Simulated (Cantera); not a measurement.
Cantera run:

```python
import numpy as np
import cantera as ct

gas_names = """
    H HNO HNO2 HNO3 HO2 H2 H2O H2O2 N NH NH2 NH3 NH2OH NO NO2 NO3 N2 N2H2 N2H4 N2O O OH O2 O3 Si SiH
    SiH2 SiH3 SiH4 SiN SiO SiO2 Si2 Si2N Si3
""".split()
cond_names = """
    H2O(s) H2O(L) Si(cr) Si(L) SiO2(Lqz) SiO2(hqz) SiO2(L) Si2N2O(s) Si3N4(a)
""".split()


# ... load() reads the species with a 1 bar reference pressure and builds the phases ...
atoms = {
    'Si3N4': {'Si': 3, 'N': 4},
    'H2O': {'H': 2, 'O': 1},
}
top_T = {'Si2N2O(s)': 2100, 'Si3N4(a)': 2400}  # K; cautious upper limits of use, not melting points


# ... equilibrate(T, P, feed) seeds the gas with the atoms and calls Mixture.equilibrate('TP', solver="vcs", rtol=1e-11, max_steps=5000) ...
results = []
feed = {'Si3N4': 1, 'H2O': 3}  # mol
P = 32000  # Pa
for T in [898, 973, 1048, 1123, 1198, 1273, 1348, 1423, 1498, 1573, 1648, 1723, 1798]:
    mix = equilibrate(T, P, feed)
    results.append((T, P, feed, dict(zip(mix.species_names, mix.species_moles))))

top = {s: max(r[3][s] / sum(r[3][g] for g in gas_names) for r in results) for s in gas_names}
cols = sorted((s for s in top if top[s] > 0.001), key=lambda s: -top[s])[:9]
seen = [c for c in cond_names if any(r[3].get(c, 0) > 1e-12 for r in results)]
print("log10 of partial pressures in bar; condensed amounts in mol")
print(f"{'T/K':>10s}" + "".join(f"{s[:9]:>10s}" for s in cols + seen))
for T, P, feed, n in results:
    ng = sum(n[g] for g in gas_names)
    print(f"{T:10.4g}" + "".join(f"{np.log10(max(n[s] / ng * P / 1e5, 1e-99)):10.3f}" for s in cols)
          + "".join(f"{n.get(c, 0):10.4g}" for c in seen))
```

It prints:

```
log10 of partial pressures in bar; condensed amounts in mol
       T/K        H2        N2       SiO SiO2(hqz)   SiO2(L) Si2N2O(s)
       898    -0.620    -1.097   -17.135    0.9999         0         1
       973    -0.620    -1.097   -14.844    0.9999         0         1
      1048    -0.620    -1.097   -12.885    0.9998         0         1
      1123    -0.620    -1.097   -11.192    0.9998         0         1
      1198    -0.620    -1.097    -9.714    0.9997         0         1
      1273    -0.620    -1.097    -8.414    0.9996         0         1
      1348    -0.620    -1.097    -7.261    0.9995         0         1
      1423    -0.620    -1.097    -6.233    0.9994         0         1
      1498    -0.620    -1.097    -5.310    0.9993         0         1
      1573    -0.620    -1.097    -4.478    0.9991         0         1
      1648    -0.620    -1.097    -3.723    0.9983         0    0.9997
      1723    -0.622    -1.097    -3.038         0    0.9952    0.9967
      1798    -0.627    -1.097    -2.414         0    0.9826    0.9842
```

Cantera equilibrium calculation (NASA polynomials, part measured and part estimated; ideal gas, pure solids and liquids). Mutual solubility and eutectic melting of coexisting phases are not modelled. The tables hold silica as quartz up to 1696 K and as liquid above; real silica turns to tridymite and cristobalite and melts near 1996 K.
